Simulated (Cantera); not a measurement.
Mixture: C3H8 : O2 : N2 = 1 : 2.94 : 19.1 (molar parts), equivalence ratio 1.7, at 21.7 atm, adiabatic and at constant volume. Ignition delay is the time to a rise of 400 K.

Detailed kinetics in Cantera: GRI-Mech 3.0 (53 species, 325 reactions). GRI-Mech 3.0 was tuned for natural gas; its chemistry of propane as a main component is partial and can be far from experiment. The pressure lies above the range GRI-Mech 3.0 was tuned for (to about 10 atm).

**Question.** What does this change do: pressure from 21.7 atm to 26.6 atm?

**Answer.** 
```
quantity                                                before       after
--------------------------------------------------  ----------  ----------
delay at 1148 K                                        3.42 ms     2.84 ms
delay at 1223 K                                       0.912 ms    0.778 ms
delay at 1298 K                                       0.261 ms    0.227 ms
delay at 1373 K                                        83.9 µs     73.8 µs
delay at 1448 K                                        31.0 µs     27.4 µs
delay at 1523 K                                        13.2 µs     11.6 µs
apparent activation energy between 1373 and 1523 K  210 kJ/mol  210 kJ/mol
```

**Question.** What does this change do: pressure from 21.7 atm to 0.977 atm?

**Answer.** 
```
quantity                                                before       after
--------------------------------------------------  ----------  ----------
delay at 1148 K                                        3.42 ms     25.6 ms
delay at 1223 K                                       0.912 ms     5.35 ms
delay at 1298 K                                       0.261 ms     1.40 ms
delay at 1373 K                                        83.9 µs    0.459 ms
delay at 1448 K                                        31.0 µs    0.184 ms
delay at 1523 K                                        13.2 µs     87.8 µs
apparent activation energy between 1373 and 1523 K  210 kJ/mol  190 kJ/mol
```
